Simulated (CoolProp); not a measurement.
CH2F2 (R32) at 298.15 K and 1.27 MPa is throttled through a valve to 0.319 MPa with no heat exchange. Each further row changes one setting.

The numbers come from the reference Helmholtz-energy equation of state, Tillner-Roth 1997 in CoolProp.

| case | temperature change (K) | final density (kg/m³) |
|---|---|---|
| as stated | … | … |
| outlet pressure 0.0957 MPa | … | … |
| outlet pressure 0.415 MPa | … | … |

### Question
Some entries are withheld; supply them.

### Answer

- as stated, temperature change (K): -27.3
- as stated, final density (kg/m³): 7.82
- outlet pressure 0.0957 MPa, temperature change (K): -35.7
- outlet pressure 0.0957 MPa, final density (kg/m³): 2.33
- outlet pressure 0.415 MPa, temperature change (K): -24.0
- outlet pressure 0.415 MPa, final density (kg/m³): 10.2
